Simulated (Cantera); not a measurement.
A Cantera script and what it prints.

```python
import numpy as np
import cantera as ct

gas_names = """
    F F2 N NF NF2 NF3 N2 Si SiF SiF2 SiF3 SiF4 SiN Si2 Si2N Si3
""".split()
cond_names = """
    Si(cr) Si(L) Si3N4(a)
""".split()


# ... load() reads the species with a 1 bar reference pressure and builds the phases ...
atoms = {
    'Si': {'Si': 1},
    'NF3': {'N': 1, 'F': 3},
    'N2': {'N': 2},
    'F2': {'F': 2},
}
top_T = {'Si3N4(a)': 2400}  # K; cautious upper limits of use, not melting points


# ... equilibrate(T, P, feed) seeds the gas with the atoms and calls Mixture.equilibrate('TP', solver="vcs", rtol=1e-11, max_steps=5000) ...
results = []
feed = {'Si': 1, 'NF3': 0.56, 'N2': 0.33, 'F2': 2.7}  # mol
P = 930  # Pa
for T in [573, 648, 723, 798, 873, 948, 1023, 1098, 1173, 1248, 1323, 1398]:
    mix = equilibrate(T, P, feed)
    results.append((T, P, feed, dict(zip(mix.species_names, mix.species_moles))))

top = {s: max(r[3][s] / sum(r[3][g] for g in gas_names) for r in results) for s in gas_names}
cols = sorted((s for s in top if top[s] > 1e-05), key=lambda s: -top[s])[:7]
seen = [c for c in cond_names if any(r[3].get(c, 0) > 1e-12 for r in results)]
print("log10 of partial pressures in bar; condensed amounts in mol")
print(f"{'T/K':>10s}" + "".join(f"{s[:9]:>10s}" for s in cols + seen))
for T, P, feed, n in results:
    ng = sum(n[g] for g in gas_names)
    print(f"{T:10.4g}" + "".join(f"{np.log10(max(n[s] / ng * P / 1e5, 1e-99)):10.3f}" for s in cols)
          + "".join(f"{n.get(c, 0):10.4g}" for c in seen))
```

Result:

```
log10 of partial pressures in bar; condensed amounts in mol
       T/K         F      SiF4       NF3        F2        N2
       573    -5.993    -2.366    -2.371    -3.617    -3.304
       648    -4.758    -2.405    -2.507    -2.858    -3.073
       723    -3.891    -2.481    -2.933    -2.485    -2.844
       798    -3.295    -2.532    -3.663    -2.403    -2.773
       873    -2.862    -2.562    -4.481    -2.457    -2.781
       948    -2.550    -2.601    -5.345    -2.612    -2.816
      1023    -2.358    -2.647    -6.311    -2.893    -2.861
      1098    -2.267    -2.679    -7.366    -3.286    -2.894
      1173    -2.233    -2.694    -8.416    -3.722    -2.909
      1248    -2.221    -2.699    -9.390    -4.142    -2.914
      1323    -2.217    -2.701   -10.271    -4.529    -2.916
      1398    -2.215    -2.702   -11.062    -4.878    -2.917
```

Method: chemical equilibrium by Gibbs-energy minimisation in Cantera with the NASA 1993 tables (ideal gas, pure condensed phases).
